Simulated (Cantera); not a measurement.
Charge: 1 mol PbCl2, a varied amount of H2, equilibrated at 0.133 bar.

Equilibrium computed with Cantera from the NASA thermochemical tables; the gas is ideal and each condensed phase is pure. Candidate condensed phases: Pb, PbCl2; 10 gas species. Equilibrium is a limit: real reactors are often held back by kinetics, nucleation or transport.

Stable condensed phases, one row left out:

```
T in K \ n(H2) in mol
           9  13  17  24  34  47  65  91 130 180 240
   1823    A   A   A   A   A   A   A   A   A   A   A
   1773    A   A   A   A   A   A   A   A   A   A   A
   1723    A   A   A   A   A   A   A   A   A   A   A
   1673    A   A   A   A   A   A   A   A   A   A   A
   1623    A   A   A   A   A   A   A   A   A   A   A
   1573    A   A   A   A   A   A   A   A   A   A   A
   1523    A   A   A   A   A   A   A   A   A   A   A
   1473    A   A   A   A   A   A   A   A   A   A   A
   1423    A   A   A   A   A   A   A   A   A   A   A
   1373    A   A   A   A   A   A   A   A   A   A   A
   1273    B   B   B   B   B   A   A   A   A   A   A
   1223    B   B   B   B   B   B   B   B   A   A   A
   1173    B   B   B   B   B   B   B   B   B   B   B
```

A: gas only; B: Pb.

Question: Give the row for 1323 K.

Answer: 9: Pb; 13: Pb; 17: gas only; 24: gas only; 34: gas only; 47: gas only; 65: gas only; 91: gas only; 130: gas only; 180: gas only; 240: gas only.
